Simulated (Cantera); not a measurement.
A closed system holds: 1 mol CaO, 0.064 mol H₂S, 2.1 mol O₂, equilibrated at 1873.15 K and 0.580 bar.

These are equilibrium values from Cantera (NASA tables, ideal gas, pure condensed phases), not measurements of a reactor. Candidate condensed phases: Ca, CaO, Ca(OH)₂, CaS, CaSO₄, H₂O, H₂SO₄, S; 25 gas species. Kinetics and transport are ignored.

Base state: O₂ 0.939, SO₂ 0.0298, H₂O 0.0295, OH 0.000955, O 0.000301, SO₃ 0.000181 (mole fractions); condensed: CaO(s).

What changes in the equilibrium state with this change: pressure from 0.580 bar to 0.0133 bar?


| species | before | after |
|---|---|---|
| O₂ | 0.939 | 0.937 |
| SO₂ | 0.0298 | 0.0299 |
| H₂O | 0.0295 | 0.0287 |
| O | 0.000301 | 0.00198 |
| OH | 0.000955 | 0.00242 |
| H | 1.73e-6 | 2.89e-5 |
| SO | 1.76e-6 | 1.17e-5 |
| CaO(s), mol | 1.000 | 1.000 |
